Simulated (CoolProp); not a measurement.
A single-stage vapour-compression cycle with R114: evaporating at 310.15 K (dew point), condensing at 379.15 K (bubble point), superheat 2 K, subcooling 5 K, compressor efficiency 0.9, no pressure losses. Each further row changes one setting.

The numbers come from the reference Helmholtz-energy equation of state, Platzer 1990 in CoolProp. This equation is an older, rougher fit; its heat capacities, sound speeds and derivatives of the liquid may be far off and weren't checked against measurements.

```json
[
 {"case": "as stated", "cooling COP": "2.34", "pressure ratio": "5.15", "discharge temperature (K)": "379.1", "refrigerating effect (kJ/kg)": "55.2", "volumetric capacity (kJ/m³)": "1240"},
 {"case": "evaporating temperature 315.15 K", "cooling COP": "2.70", "pressure ratio": "4.46", "discharge temperature (K)": "379.1", "refrigerating effect (kJ/kg)": "58.2", "volumetric capacity (kJ/m³)": "1500"},
 {"case": "condensing temperature 374.15 K", "cooling COP": "2.73", "pressure ratio": "4.67", "discharge temperature (K)": "374.2", "refrigerating effect (kJ/kg)": "61.1", "volumetric capacity (kJ/m³)": "1370"},
 {"case": "subcooling 10 K", "cooling COP": "2.59", "pressure ratio": "5.15", "discharge temperature (K)": "379.1", "refrigerating effect (kJ/kg)": "61.2", "volumetric capacity (kJ/m³)": "1370"},
 {"case": "superheat 12 K", "cooling COP": "2.49", "pressure ratio": "5.15", "discharge temperature (K)": "379.1", "refrigerating effect (kJ/kg)": "62.7", "volumetric capacity (kJ/m³)": "1350"},
 {"case": "compressor efficiency 0.8", "cooling COP": "2.08", "pressure ratio": "5.15", "discharge temperature (K)": "379.1", "refrigerating effect (kJ/kg)": "55.2", "volumetric capacity (kJ/m³)": "1240"}
]
```

The compression ends wet for: as stated; evaporating temperature 315.15 K; condensing temperature 374.15 K; subcooling 10 K; superheat 12 K; compressor efficiency 0.8.
